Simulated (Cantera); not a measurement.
Charge: 1 mol SiHCl3, 0.29 mol N2, 18 mol H2, held at 1598 K.

Method: chemical equilibrium by Gibbs-energy minimisation in Cantera with the NASA 1993 tables (ideal gas, pure condensed phases). Candidate condensed phases: NH4Cl, Si, Si3N4; 28 gas species. Mutual solubility and eutectic melting of coexisting phases are not modelled. The numbers say what is thermodynamically allowed, not how fast it happens.

Q: What share of the Si ends up in condensed phases as a function of P (Pa), at 5, 21, 85, 350, 1400, 5900, 24000, 100000?

A: 
```tsv
P (Pa)	Si condensed (%)	as
5	34.3	Si(s)
21	37.5	Si(s)
85	38.2	Si(s)
350	38.4	Si(s)
1400	38.4	Si(s)
5900	38.3	Si(s) + Si3N4(s)
24000	39.5	Si3N4(s)
100000	42.3	Si3N4(s)
```
